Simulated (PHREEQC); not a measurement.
Consider water at 20 °C with 0.16 mol Ni(NO3)2, 0.002 mol H3BO3 and 0.00055 mol MnSO4 per kg of water. Closed to the air; pH follows from the charge balance.

The numbers come from PHREEQC with the ion-association model, wateq4f.dat.

| Item | Value |
|---|---|
| pH | 5.61 |
| ionic strength | 0.481 mol/kgw |
| activity of water | 0.992 |

| species | molality | activity | log γ |
|---|---|---|---|
| NO3- | 0.320 | 0.198 | -0.209 |
| Ni+2 | 0.160 | 0.0464 | -0.537 |
| H3BO3 | 0.00200 | 0.00223 | 0.048 |
| Mn+2 | 0.000530 | 0.000135 | -0.594 |
| NiSO4 | 0.000341 | 0.000381 | 0.048 |
| SO4-2 | 0.000208 | 4.39e-5 | -0.676 |
| Mn(NO3)2 | 1.91e-5 | 2.13e-5 | 0.048 |
| H+ | 3.23e-6 | 2.48e-6 | -0.115 |
| NiOH+ | 2.44e-6 | 1.79e-6 | -0.134 |

Precipitation was switched off in this run. Species that the database lacks are ignored.
